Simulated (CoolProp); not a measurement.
Vapour-liquid equilibrium of n-butane (1) + R113 (2) at 9.2 bar; x and y are mole fractions of (1).

The numbers come from the multi-fluid Helmholtz-energy mixture model, Bücker 2006 and Marx 1992; pair parameters Bell 2016 in CoolProp.

Question: Give the bubble temperature and the first vapour's composition at x = 0.125, 0.575, 0.725. Is there an azeotrope?

Answer: x = 0.125: 395.6 K, y = 0.279; x = 0.575: 365.5 K, y = 0.786; x = 0.725: 358.9 K, y = 0.873. No azeotrope shows between x = 0.05 and 0.95.

The pair parameters rest on a limited set of measurements; away from them the model extrapolates.
